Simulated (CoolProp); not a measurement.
Diethyl ether along the isobar 5.48 MPa: Z from the reference equation and from simpler models built on Tc = 467.9 K, pc = 3.717 MPa, ω = 0.282; each cubic takes its own stable root.

The numbers come from the reference Helmholtz-energy equation of state, Thol 2014 in CoolProp.

```csv
T (K),phase,reference
314.4,liquid,0.2229
332.3,liquid,0.2174
350.3,liquid,0.2132
368.3,liquid,0.2103
386.3,liquid,0.2088
404.2,liquid,0.2089
422.2,liquid,0.2111
440.2,liquid,0.2164
458.1,liquid,0.2271
476.1,supercritical,0.2518
494.1,supercritical,0.3402
512.1,supercritical,0.4962
530,supercritical,0.5946
548,supercritical,0.6630
```

Task: How far does each simpler model (van der Waals, Redlich-Kwong) lie from the reference over these 14 states: mean and median of the absolute difference, and the worst?

Result: 
- van der Waals: mean 42.6 %, median 53.7 %, worst +61.7 % at 314.4 K and 5.48 MPa
- Redlich-Kwong: mean 12.6 %, median 13.8 %, worst +19.6 % at 458.1 K and 5.48 MPa
